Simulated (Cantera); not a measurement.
Charge: 1 mol Pb, 1 mol CO, 0.27 mol N2, held at 1.60 bar.

Method: chemical equilibrium by Gibbs-energy minimisation in Cantera with the NASA 1993 tables (ideal gas, pure condensed phases). Candidate condensed phases: C, Pb, PbO, PbO2, Pb3O4; 27 gas species. Kinetics and transport are ignored. All values below are at 1398 K.

Base state: CO 0.781, N2 0.212, Pb 0.00533, CO2 0.00171 (mole fractions); condensed: C(graphite) + Pb(l).

Problem. What changes in the equilibrium state with this change: CO from 1 to 0.037 mol?

Solution. 
```csv
species,before,after
N2,0.212,0.875
CO,0.781,0.120
Pb,0.00533,0.00533
CO2,0.00171,4.02e-5
"C(graphite), mol",0.00218,1.24e-5
"Pb(l), mol",0.993,0.998
```

Problem. What changes in the equilibrium state with this change: Pb replaced by PbO?

Solution. 
| species | before | after |
|---|---|---|
| CO2 | 0.00171 | 0.781 |
| N2 | 0.212 | 0.211 |
| Pb | 0.00533 | 0.00533 |
| CO | 0.781 | 0.00129 |
| PbO | 4.68e-9 | 0.00129 |
| C(graphite), mol | 0.00218 | 0 |
| Pb(l), mol | 0.993 | 0.992 |
Gases not in the tables: (PbO)n polymers.
